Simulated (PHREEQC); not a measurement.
Consider water at 20 °C with 0.19 mol NiSO4, 0.11 mol CaCl2 and 0.00061 mol H2SO4 per kg of water. Closed to the air; pH follows from the charge balance.

Computed with PHREEQC (ion-association model, wateq4f.dat).

The pH is 3.47 and the ionic strength comes out as 0.595 mol/kgw. The activity of water is 0.990 and the total alkalinity is -1.22 meq/kg.

| species | molality | activity | log γ |
|---|---|---|---|
| Cl- | 0.199 | 0.126 | -0.198 |
| Ni+2 | 0.101 | 0.0304 | -0.520 |
| SO4-2 | 0.0752 | 0.0146 | -0.713 |
| NiSO4 | 0.0721 | 0.0827 | 0.059 |
| Ca+2 | 0.0678 | 0.0174 | -0.591 |
| CaSO4 | 0.0420 | 0.0482 | 0.059 |
| NiCl+ | 0.0130 | 0.00966 | -0.130 |
| NiCl2 | 0.00386 | 0.00443 | 0.059 |
| HSO4- | 0.000654 | 0.000430 | -0.183 |
| H+ | 0.000444 | 0.000338 | -0.119 |
| Ni(SO4)2-2 | 0.000224 | 6.76e-5 | -0.520 |
| CaHSO4+ | 0.000121 | 8.99e-5 | -0.130 |
| NiOH+ | 1.16e-8 | 8.61e-9 | -0.130 |

No solid was allowed to form. Examples of supersaturated solids here: Gypsum. Others may be too. Species that the database lacks are ignored.
